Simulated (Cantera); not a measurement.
A perfectly stirred reactor is fed with H₂ : O₂ : N₂ = 1 : 1 : 4.3 (molar parts), equivalence ratio 0.50, at 0.100 bar; it is held at 1350 K, and followed from long to short residence time.

Computed with Cantera and GRI-Mech 3.0 (53 species, 325 reactions). The temperature is held fixed by assumption; the heat of reaction is taken as removed at once.

Task: Predict: x(H₂) at τ = 2.70 s; x(O₂) at τ = 2.70 s; x(H₂O) at τ = 2.70 s; x(NO) at τ = 2.70 s; x(H₂) at τ = 39.0 ms; x(O₂) at τ = 39.0 ms; x(H₂O) at τ = 39.0 ms; x(NO) at τ = 39.0 ms.

Result: x(H₂) at τ = 2.70 s: 0.000190
x(O₂) at τ = 2.70 s: 0.0860
x(H₂O) at τ = 2.70 s: 0.172
x(NO) at τ = 2.70 s: 9.41e-7
x(H₂) at τ = 39.0 ms: 0.00299
x(O₂) at τ = 39.0 ms: 0.0859
x(H₂O) at τ = 39.0 ms: 0.166
x(NO) at τ = 39.0 ms: 3.21e-6
